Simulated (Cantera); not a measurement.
# Thermodynamics of fluorocarbon and chlorocarbon gases, feed CF4 + H2 + HCl

Charge: 1 mol CF4, 0.3 mol H2, 0.069 mol HCl, held at 1700 K.

Cantera equilibrium calculation (NASA polynomials, part measured and part estimated; ideal gas, pure solids and liquids). Candidate condensed phases: C, C6H6, C7H8, C8H18; 118 gas species. Gases not in the tables: C2F6 and larger saturated fluorocarbons. Rates play no part.

| P (Pa) | x CF4 | x HF | x F | x CF2 | x Cl | x HCl | n C(graphite) |
|---|---|---|---|---|---|---|---|
| 1 | 0.337 | 0.349 | 0.168 | 0.109 | 0.0360 | 9.46e-6 | 0.142 |
| 4.20 | 0.442 | 0.393 | 0.0612 | 0.0607 | 0.0405 | 3.29e-5 | 0.141 |
| 18 | 0.492 | 0.412 | 0.0211 | 0.0309 | 0.0424 | 0.000105 | 0.150 |
| 75 | 0.513 | 0.420 | 0.00730 | 0.0155 | 0.0429 | 0.000311 | 0.157 |
| 320 | 0.523 | 0.423 | 0.00247 | 0.00756 | 0.0422 | 0.000912 | 0.162 |
| 1300 | 0.528 | 0.424 | 0.000866 | 0.00377 | 0.0397 | 0.00245 | 0.163 |
| 5600 | 0.533 | 0.422 | 0.000290 | 0.00182 | 0.0331 | 0.00608 | 0.163 |
| 24000 | 0.538 | 0.420 | 9.77e-5 | 0.000886 | 0.0224 | 0.0122 | 0.160 |
| 100000 | 0.542 | 0.416 | 3.36e-5 | 0.000436 | 0.0122 | 0.0191 | 0.157 |
x: gas mole fraction; n: condensed amount in mol.

From 1.00 Pa to 1.00 bar the condensed part is C(graphite). The main C-bearing gas is CF4 throughout.
